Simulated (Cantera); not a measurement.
## Catalytic stagnation flow on Pt

A jet of H₂ : O₂ : N₂ = 0.015 : 0.13 : 0.79 (molar parts), equivalence ratio 0.058 at 300 K and 0.178 atm hits a platinum plate 7.2 cm away at a mass flux of 0.072 kg/m²/s; the plate temperature is set and raised in steps from an oxygen-covered start.

Cantera simulation using Deutschmann's 1995 Pt surface mechanism with GRI-Mech 3.0 gas chemistry; the numbers are that mechanism's predictions, not measurements. Catalytic surfaces can have several steady states; this one follows from the mechanism file's or the stated starting coverage.

| plate T (K) | wall x H₂ | wall x O₂ | wall x H₂O | wall x OH | θ free Pt | θ O* | θ OH* |
|---|---|---|---|---|---|---|---|
| 700 | 0.00148 | 0.124 | 0.0279 | <1e-8 | 0.0286 | 0.969 | 0.00233 |
| 750 | 0.00107 | 0.123 | 0.0286 | <1e-8 | 0.0422 | 0.956 | 0.00206 |
| 800 | 0.000686 | 0.123 | 0.0292 | <1e-8 | 0.0699 | 0.928 | 0.00198 |
| 850 | 0.000459 | 0.123 | 0.0295 | <1e-8 | 0.111 | 0.887 | 0.00190 |
| 900 | 0.000325 | 0.122 | 0.0296 | 2.98e-8 | 0.162 | 0.837 | 0.00179 |
| 950 | 0.000248 | 0.122 | 0.0297 | 8.07e-8 | 0.219 | 0.779 | 0.00164 |
| 1000 | 0.000200 | 0.122 | 0.0297 | 2.00e-7 | 0.280 | 0.718 | 0.00148 |
x: mole fraction at the wall; θ: surface coverage.
